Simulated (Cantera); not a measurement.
A closed system holds: 1 mol CH2F2, 0.97 mol CH4, 17 mol H2, at 133 Pa.

These are equilibrium values from Cantera (NASA tables, ideal gas, pure condensed phases), not measurements of a reactor. Candidate condensed phases: C, C6H6, C7H8, C8H18; 95 gas species. Rates play no part.

### Question
At 2827 °C, list the 4 most abundant gas species with their mole fractions, and the condensed phases.

### Answer
H 0.896, HF 0.0383, H2 0.0237, C 0.0206. Condensed: gas only.
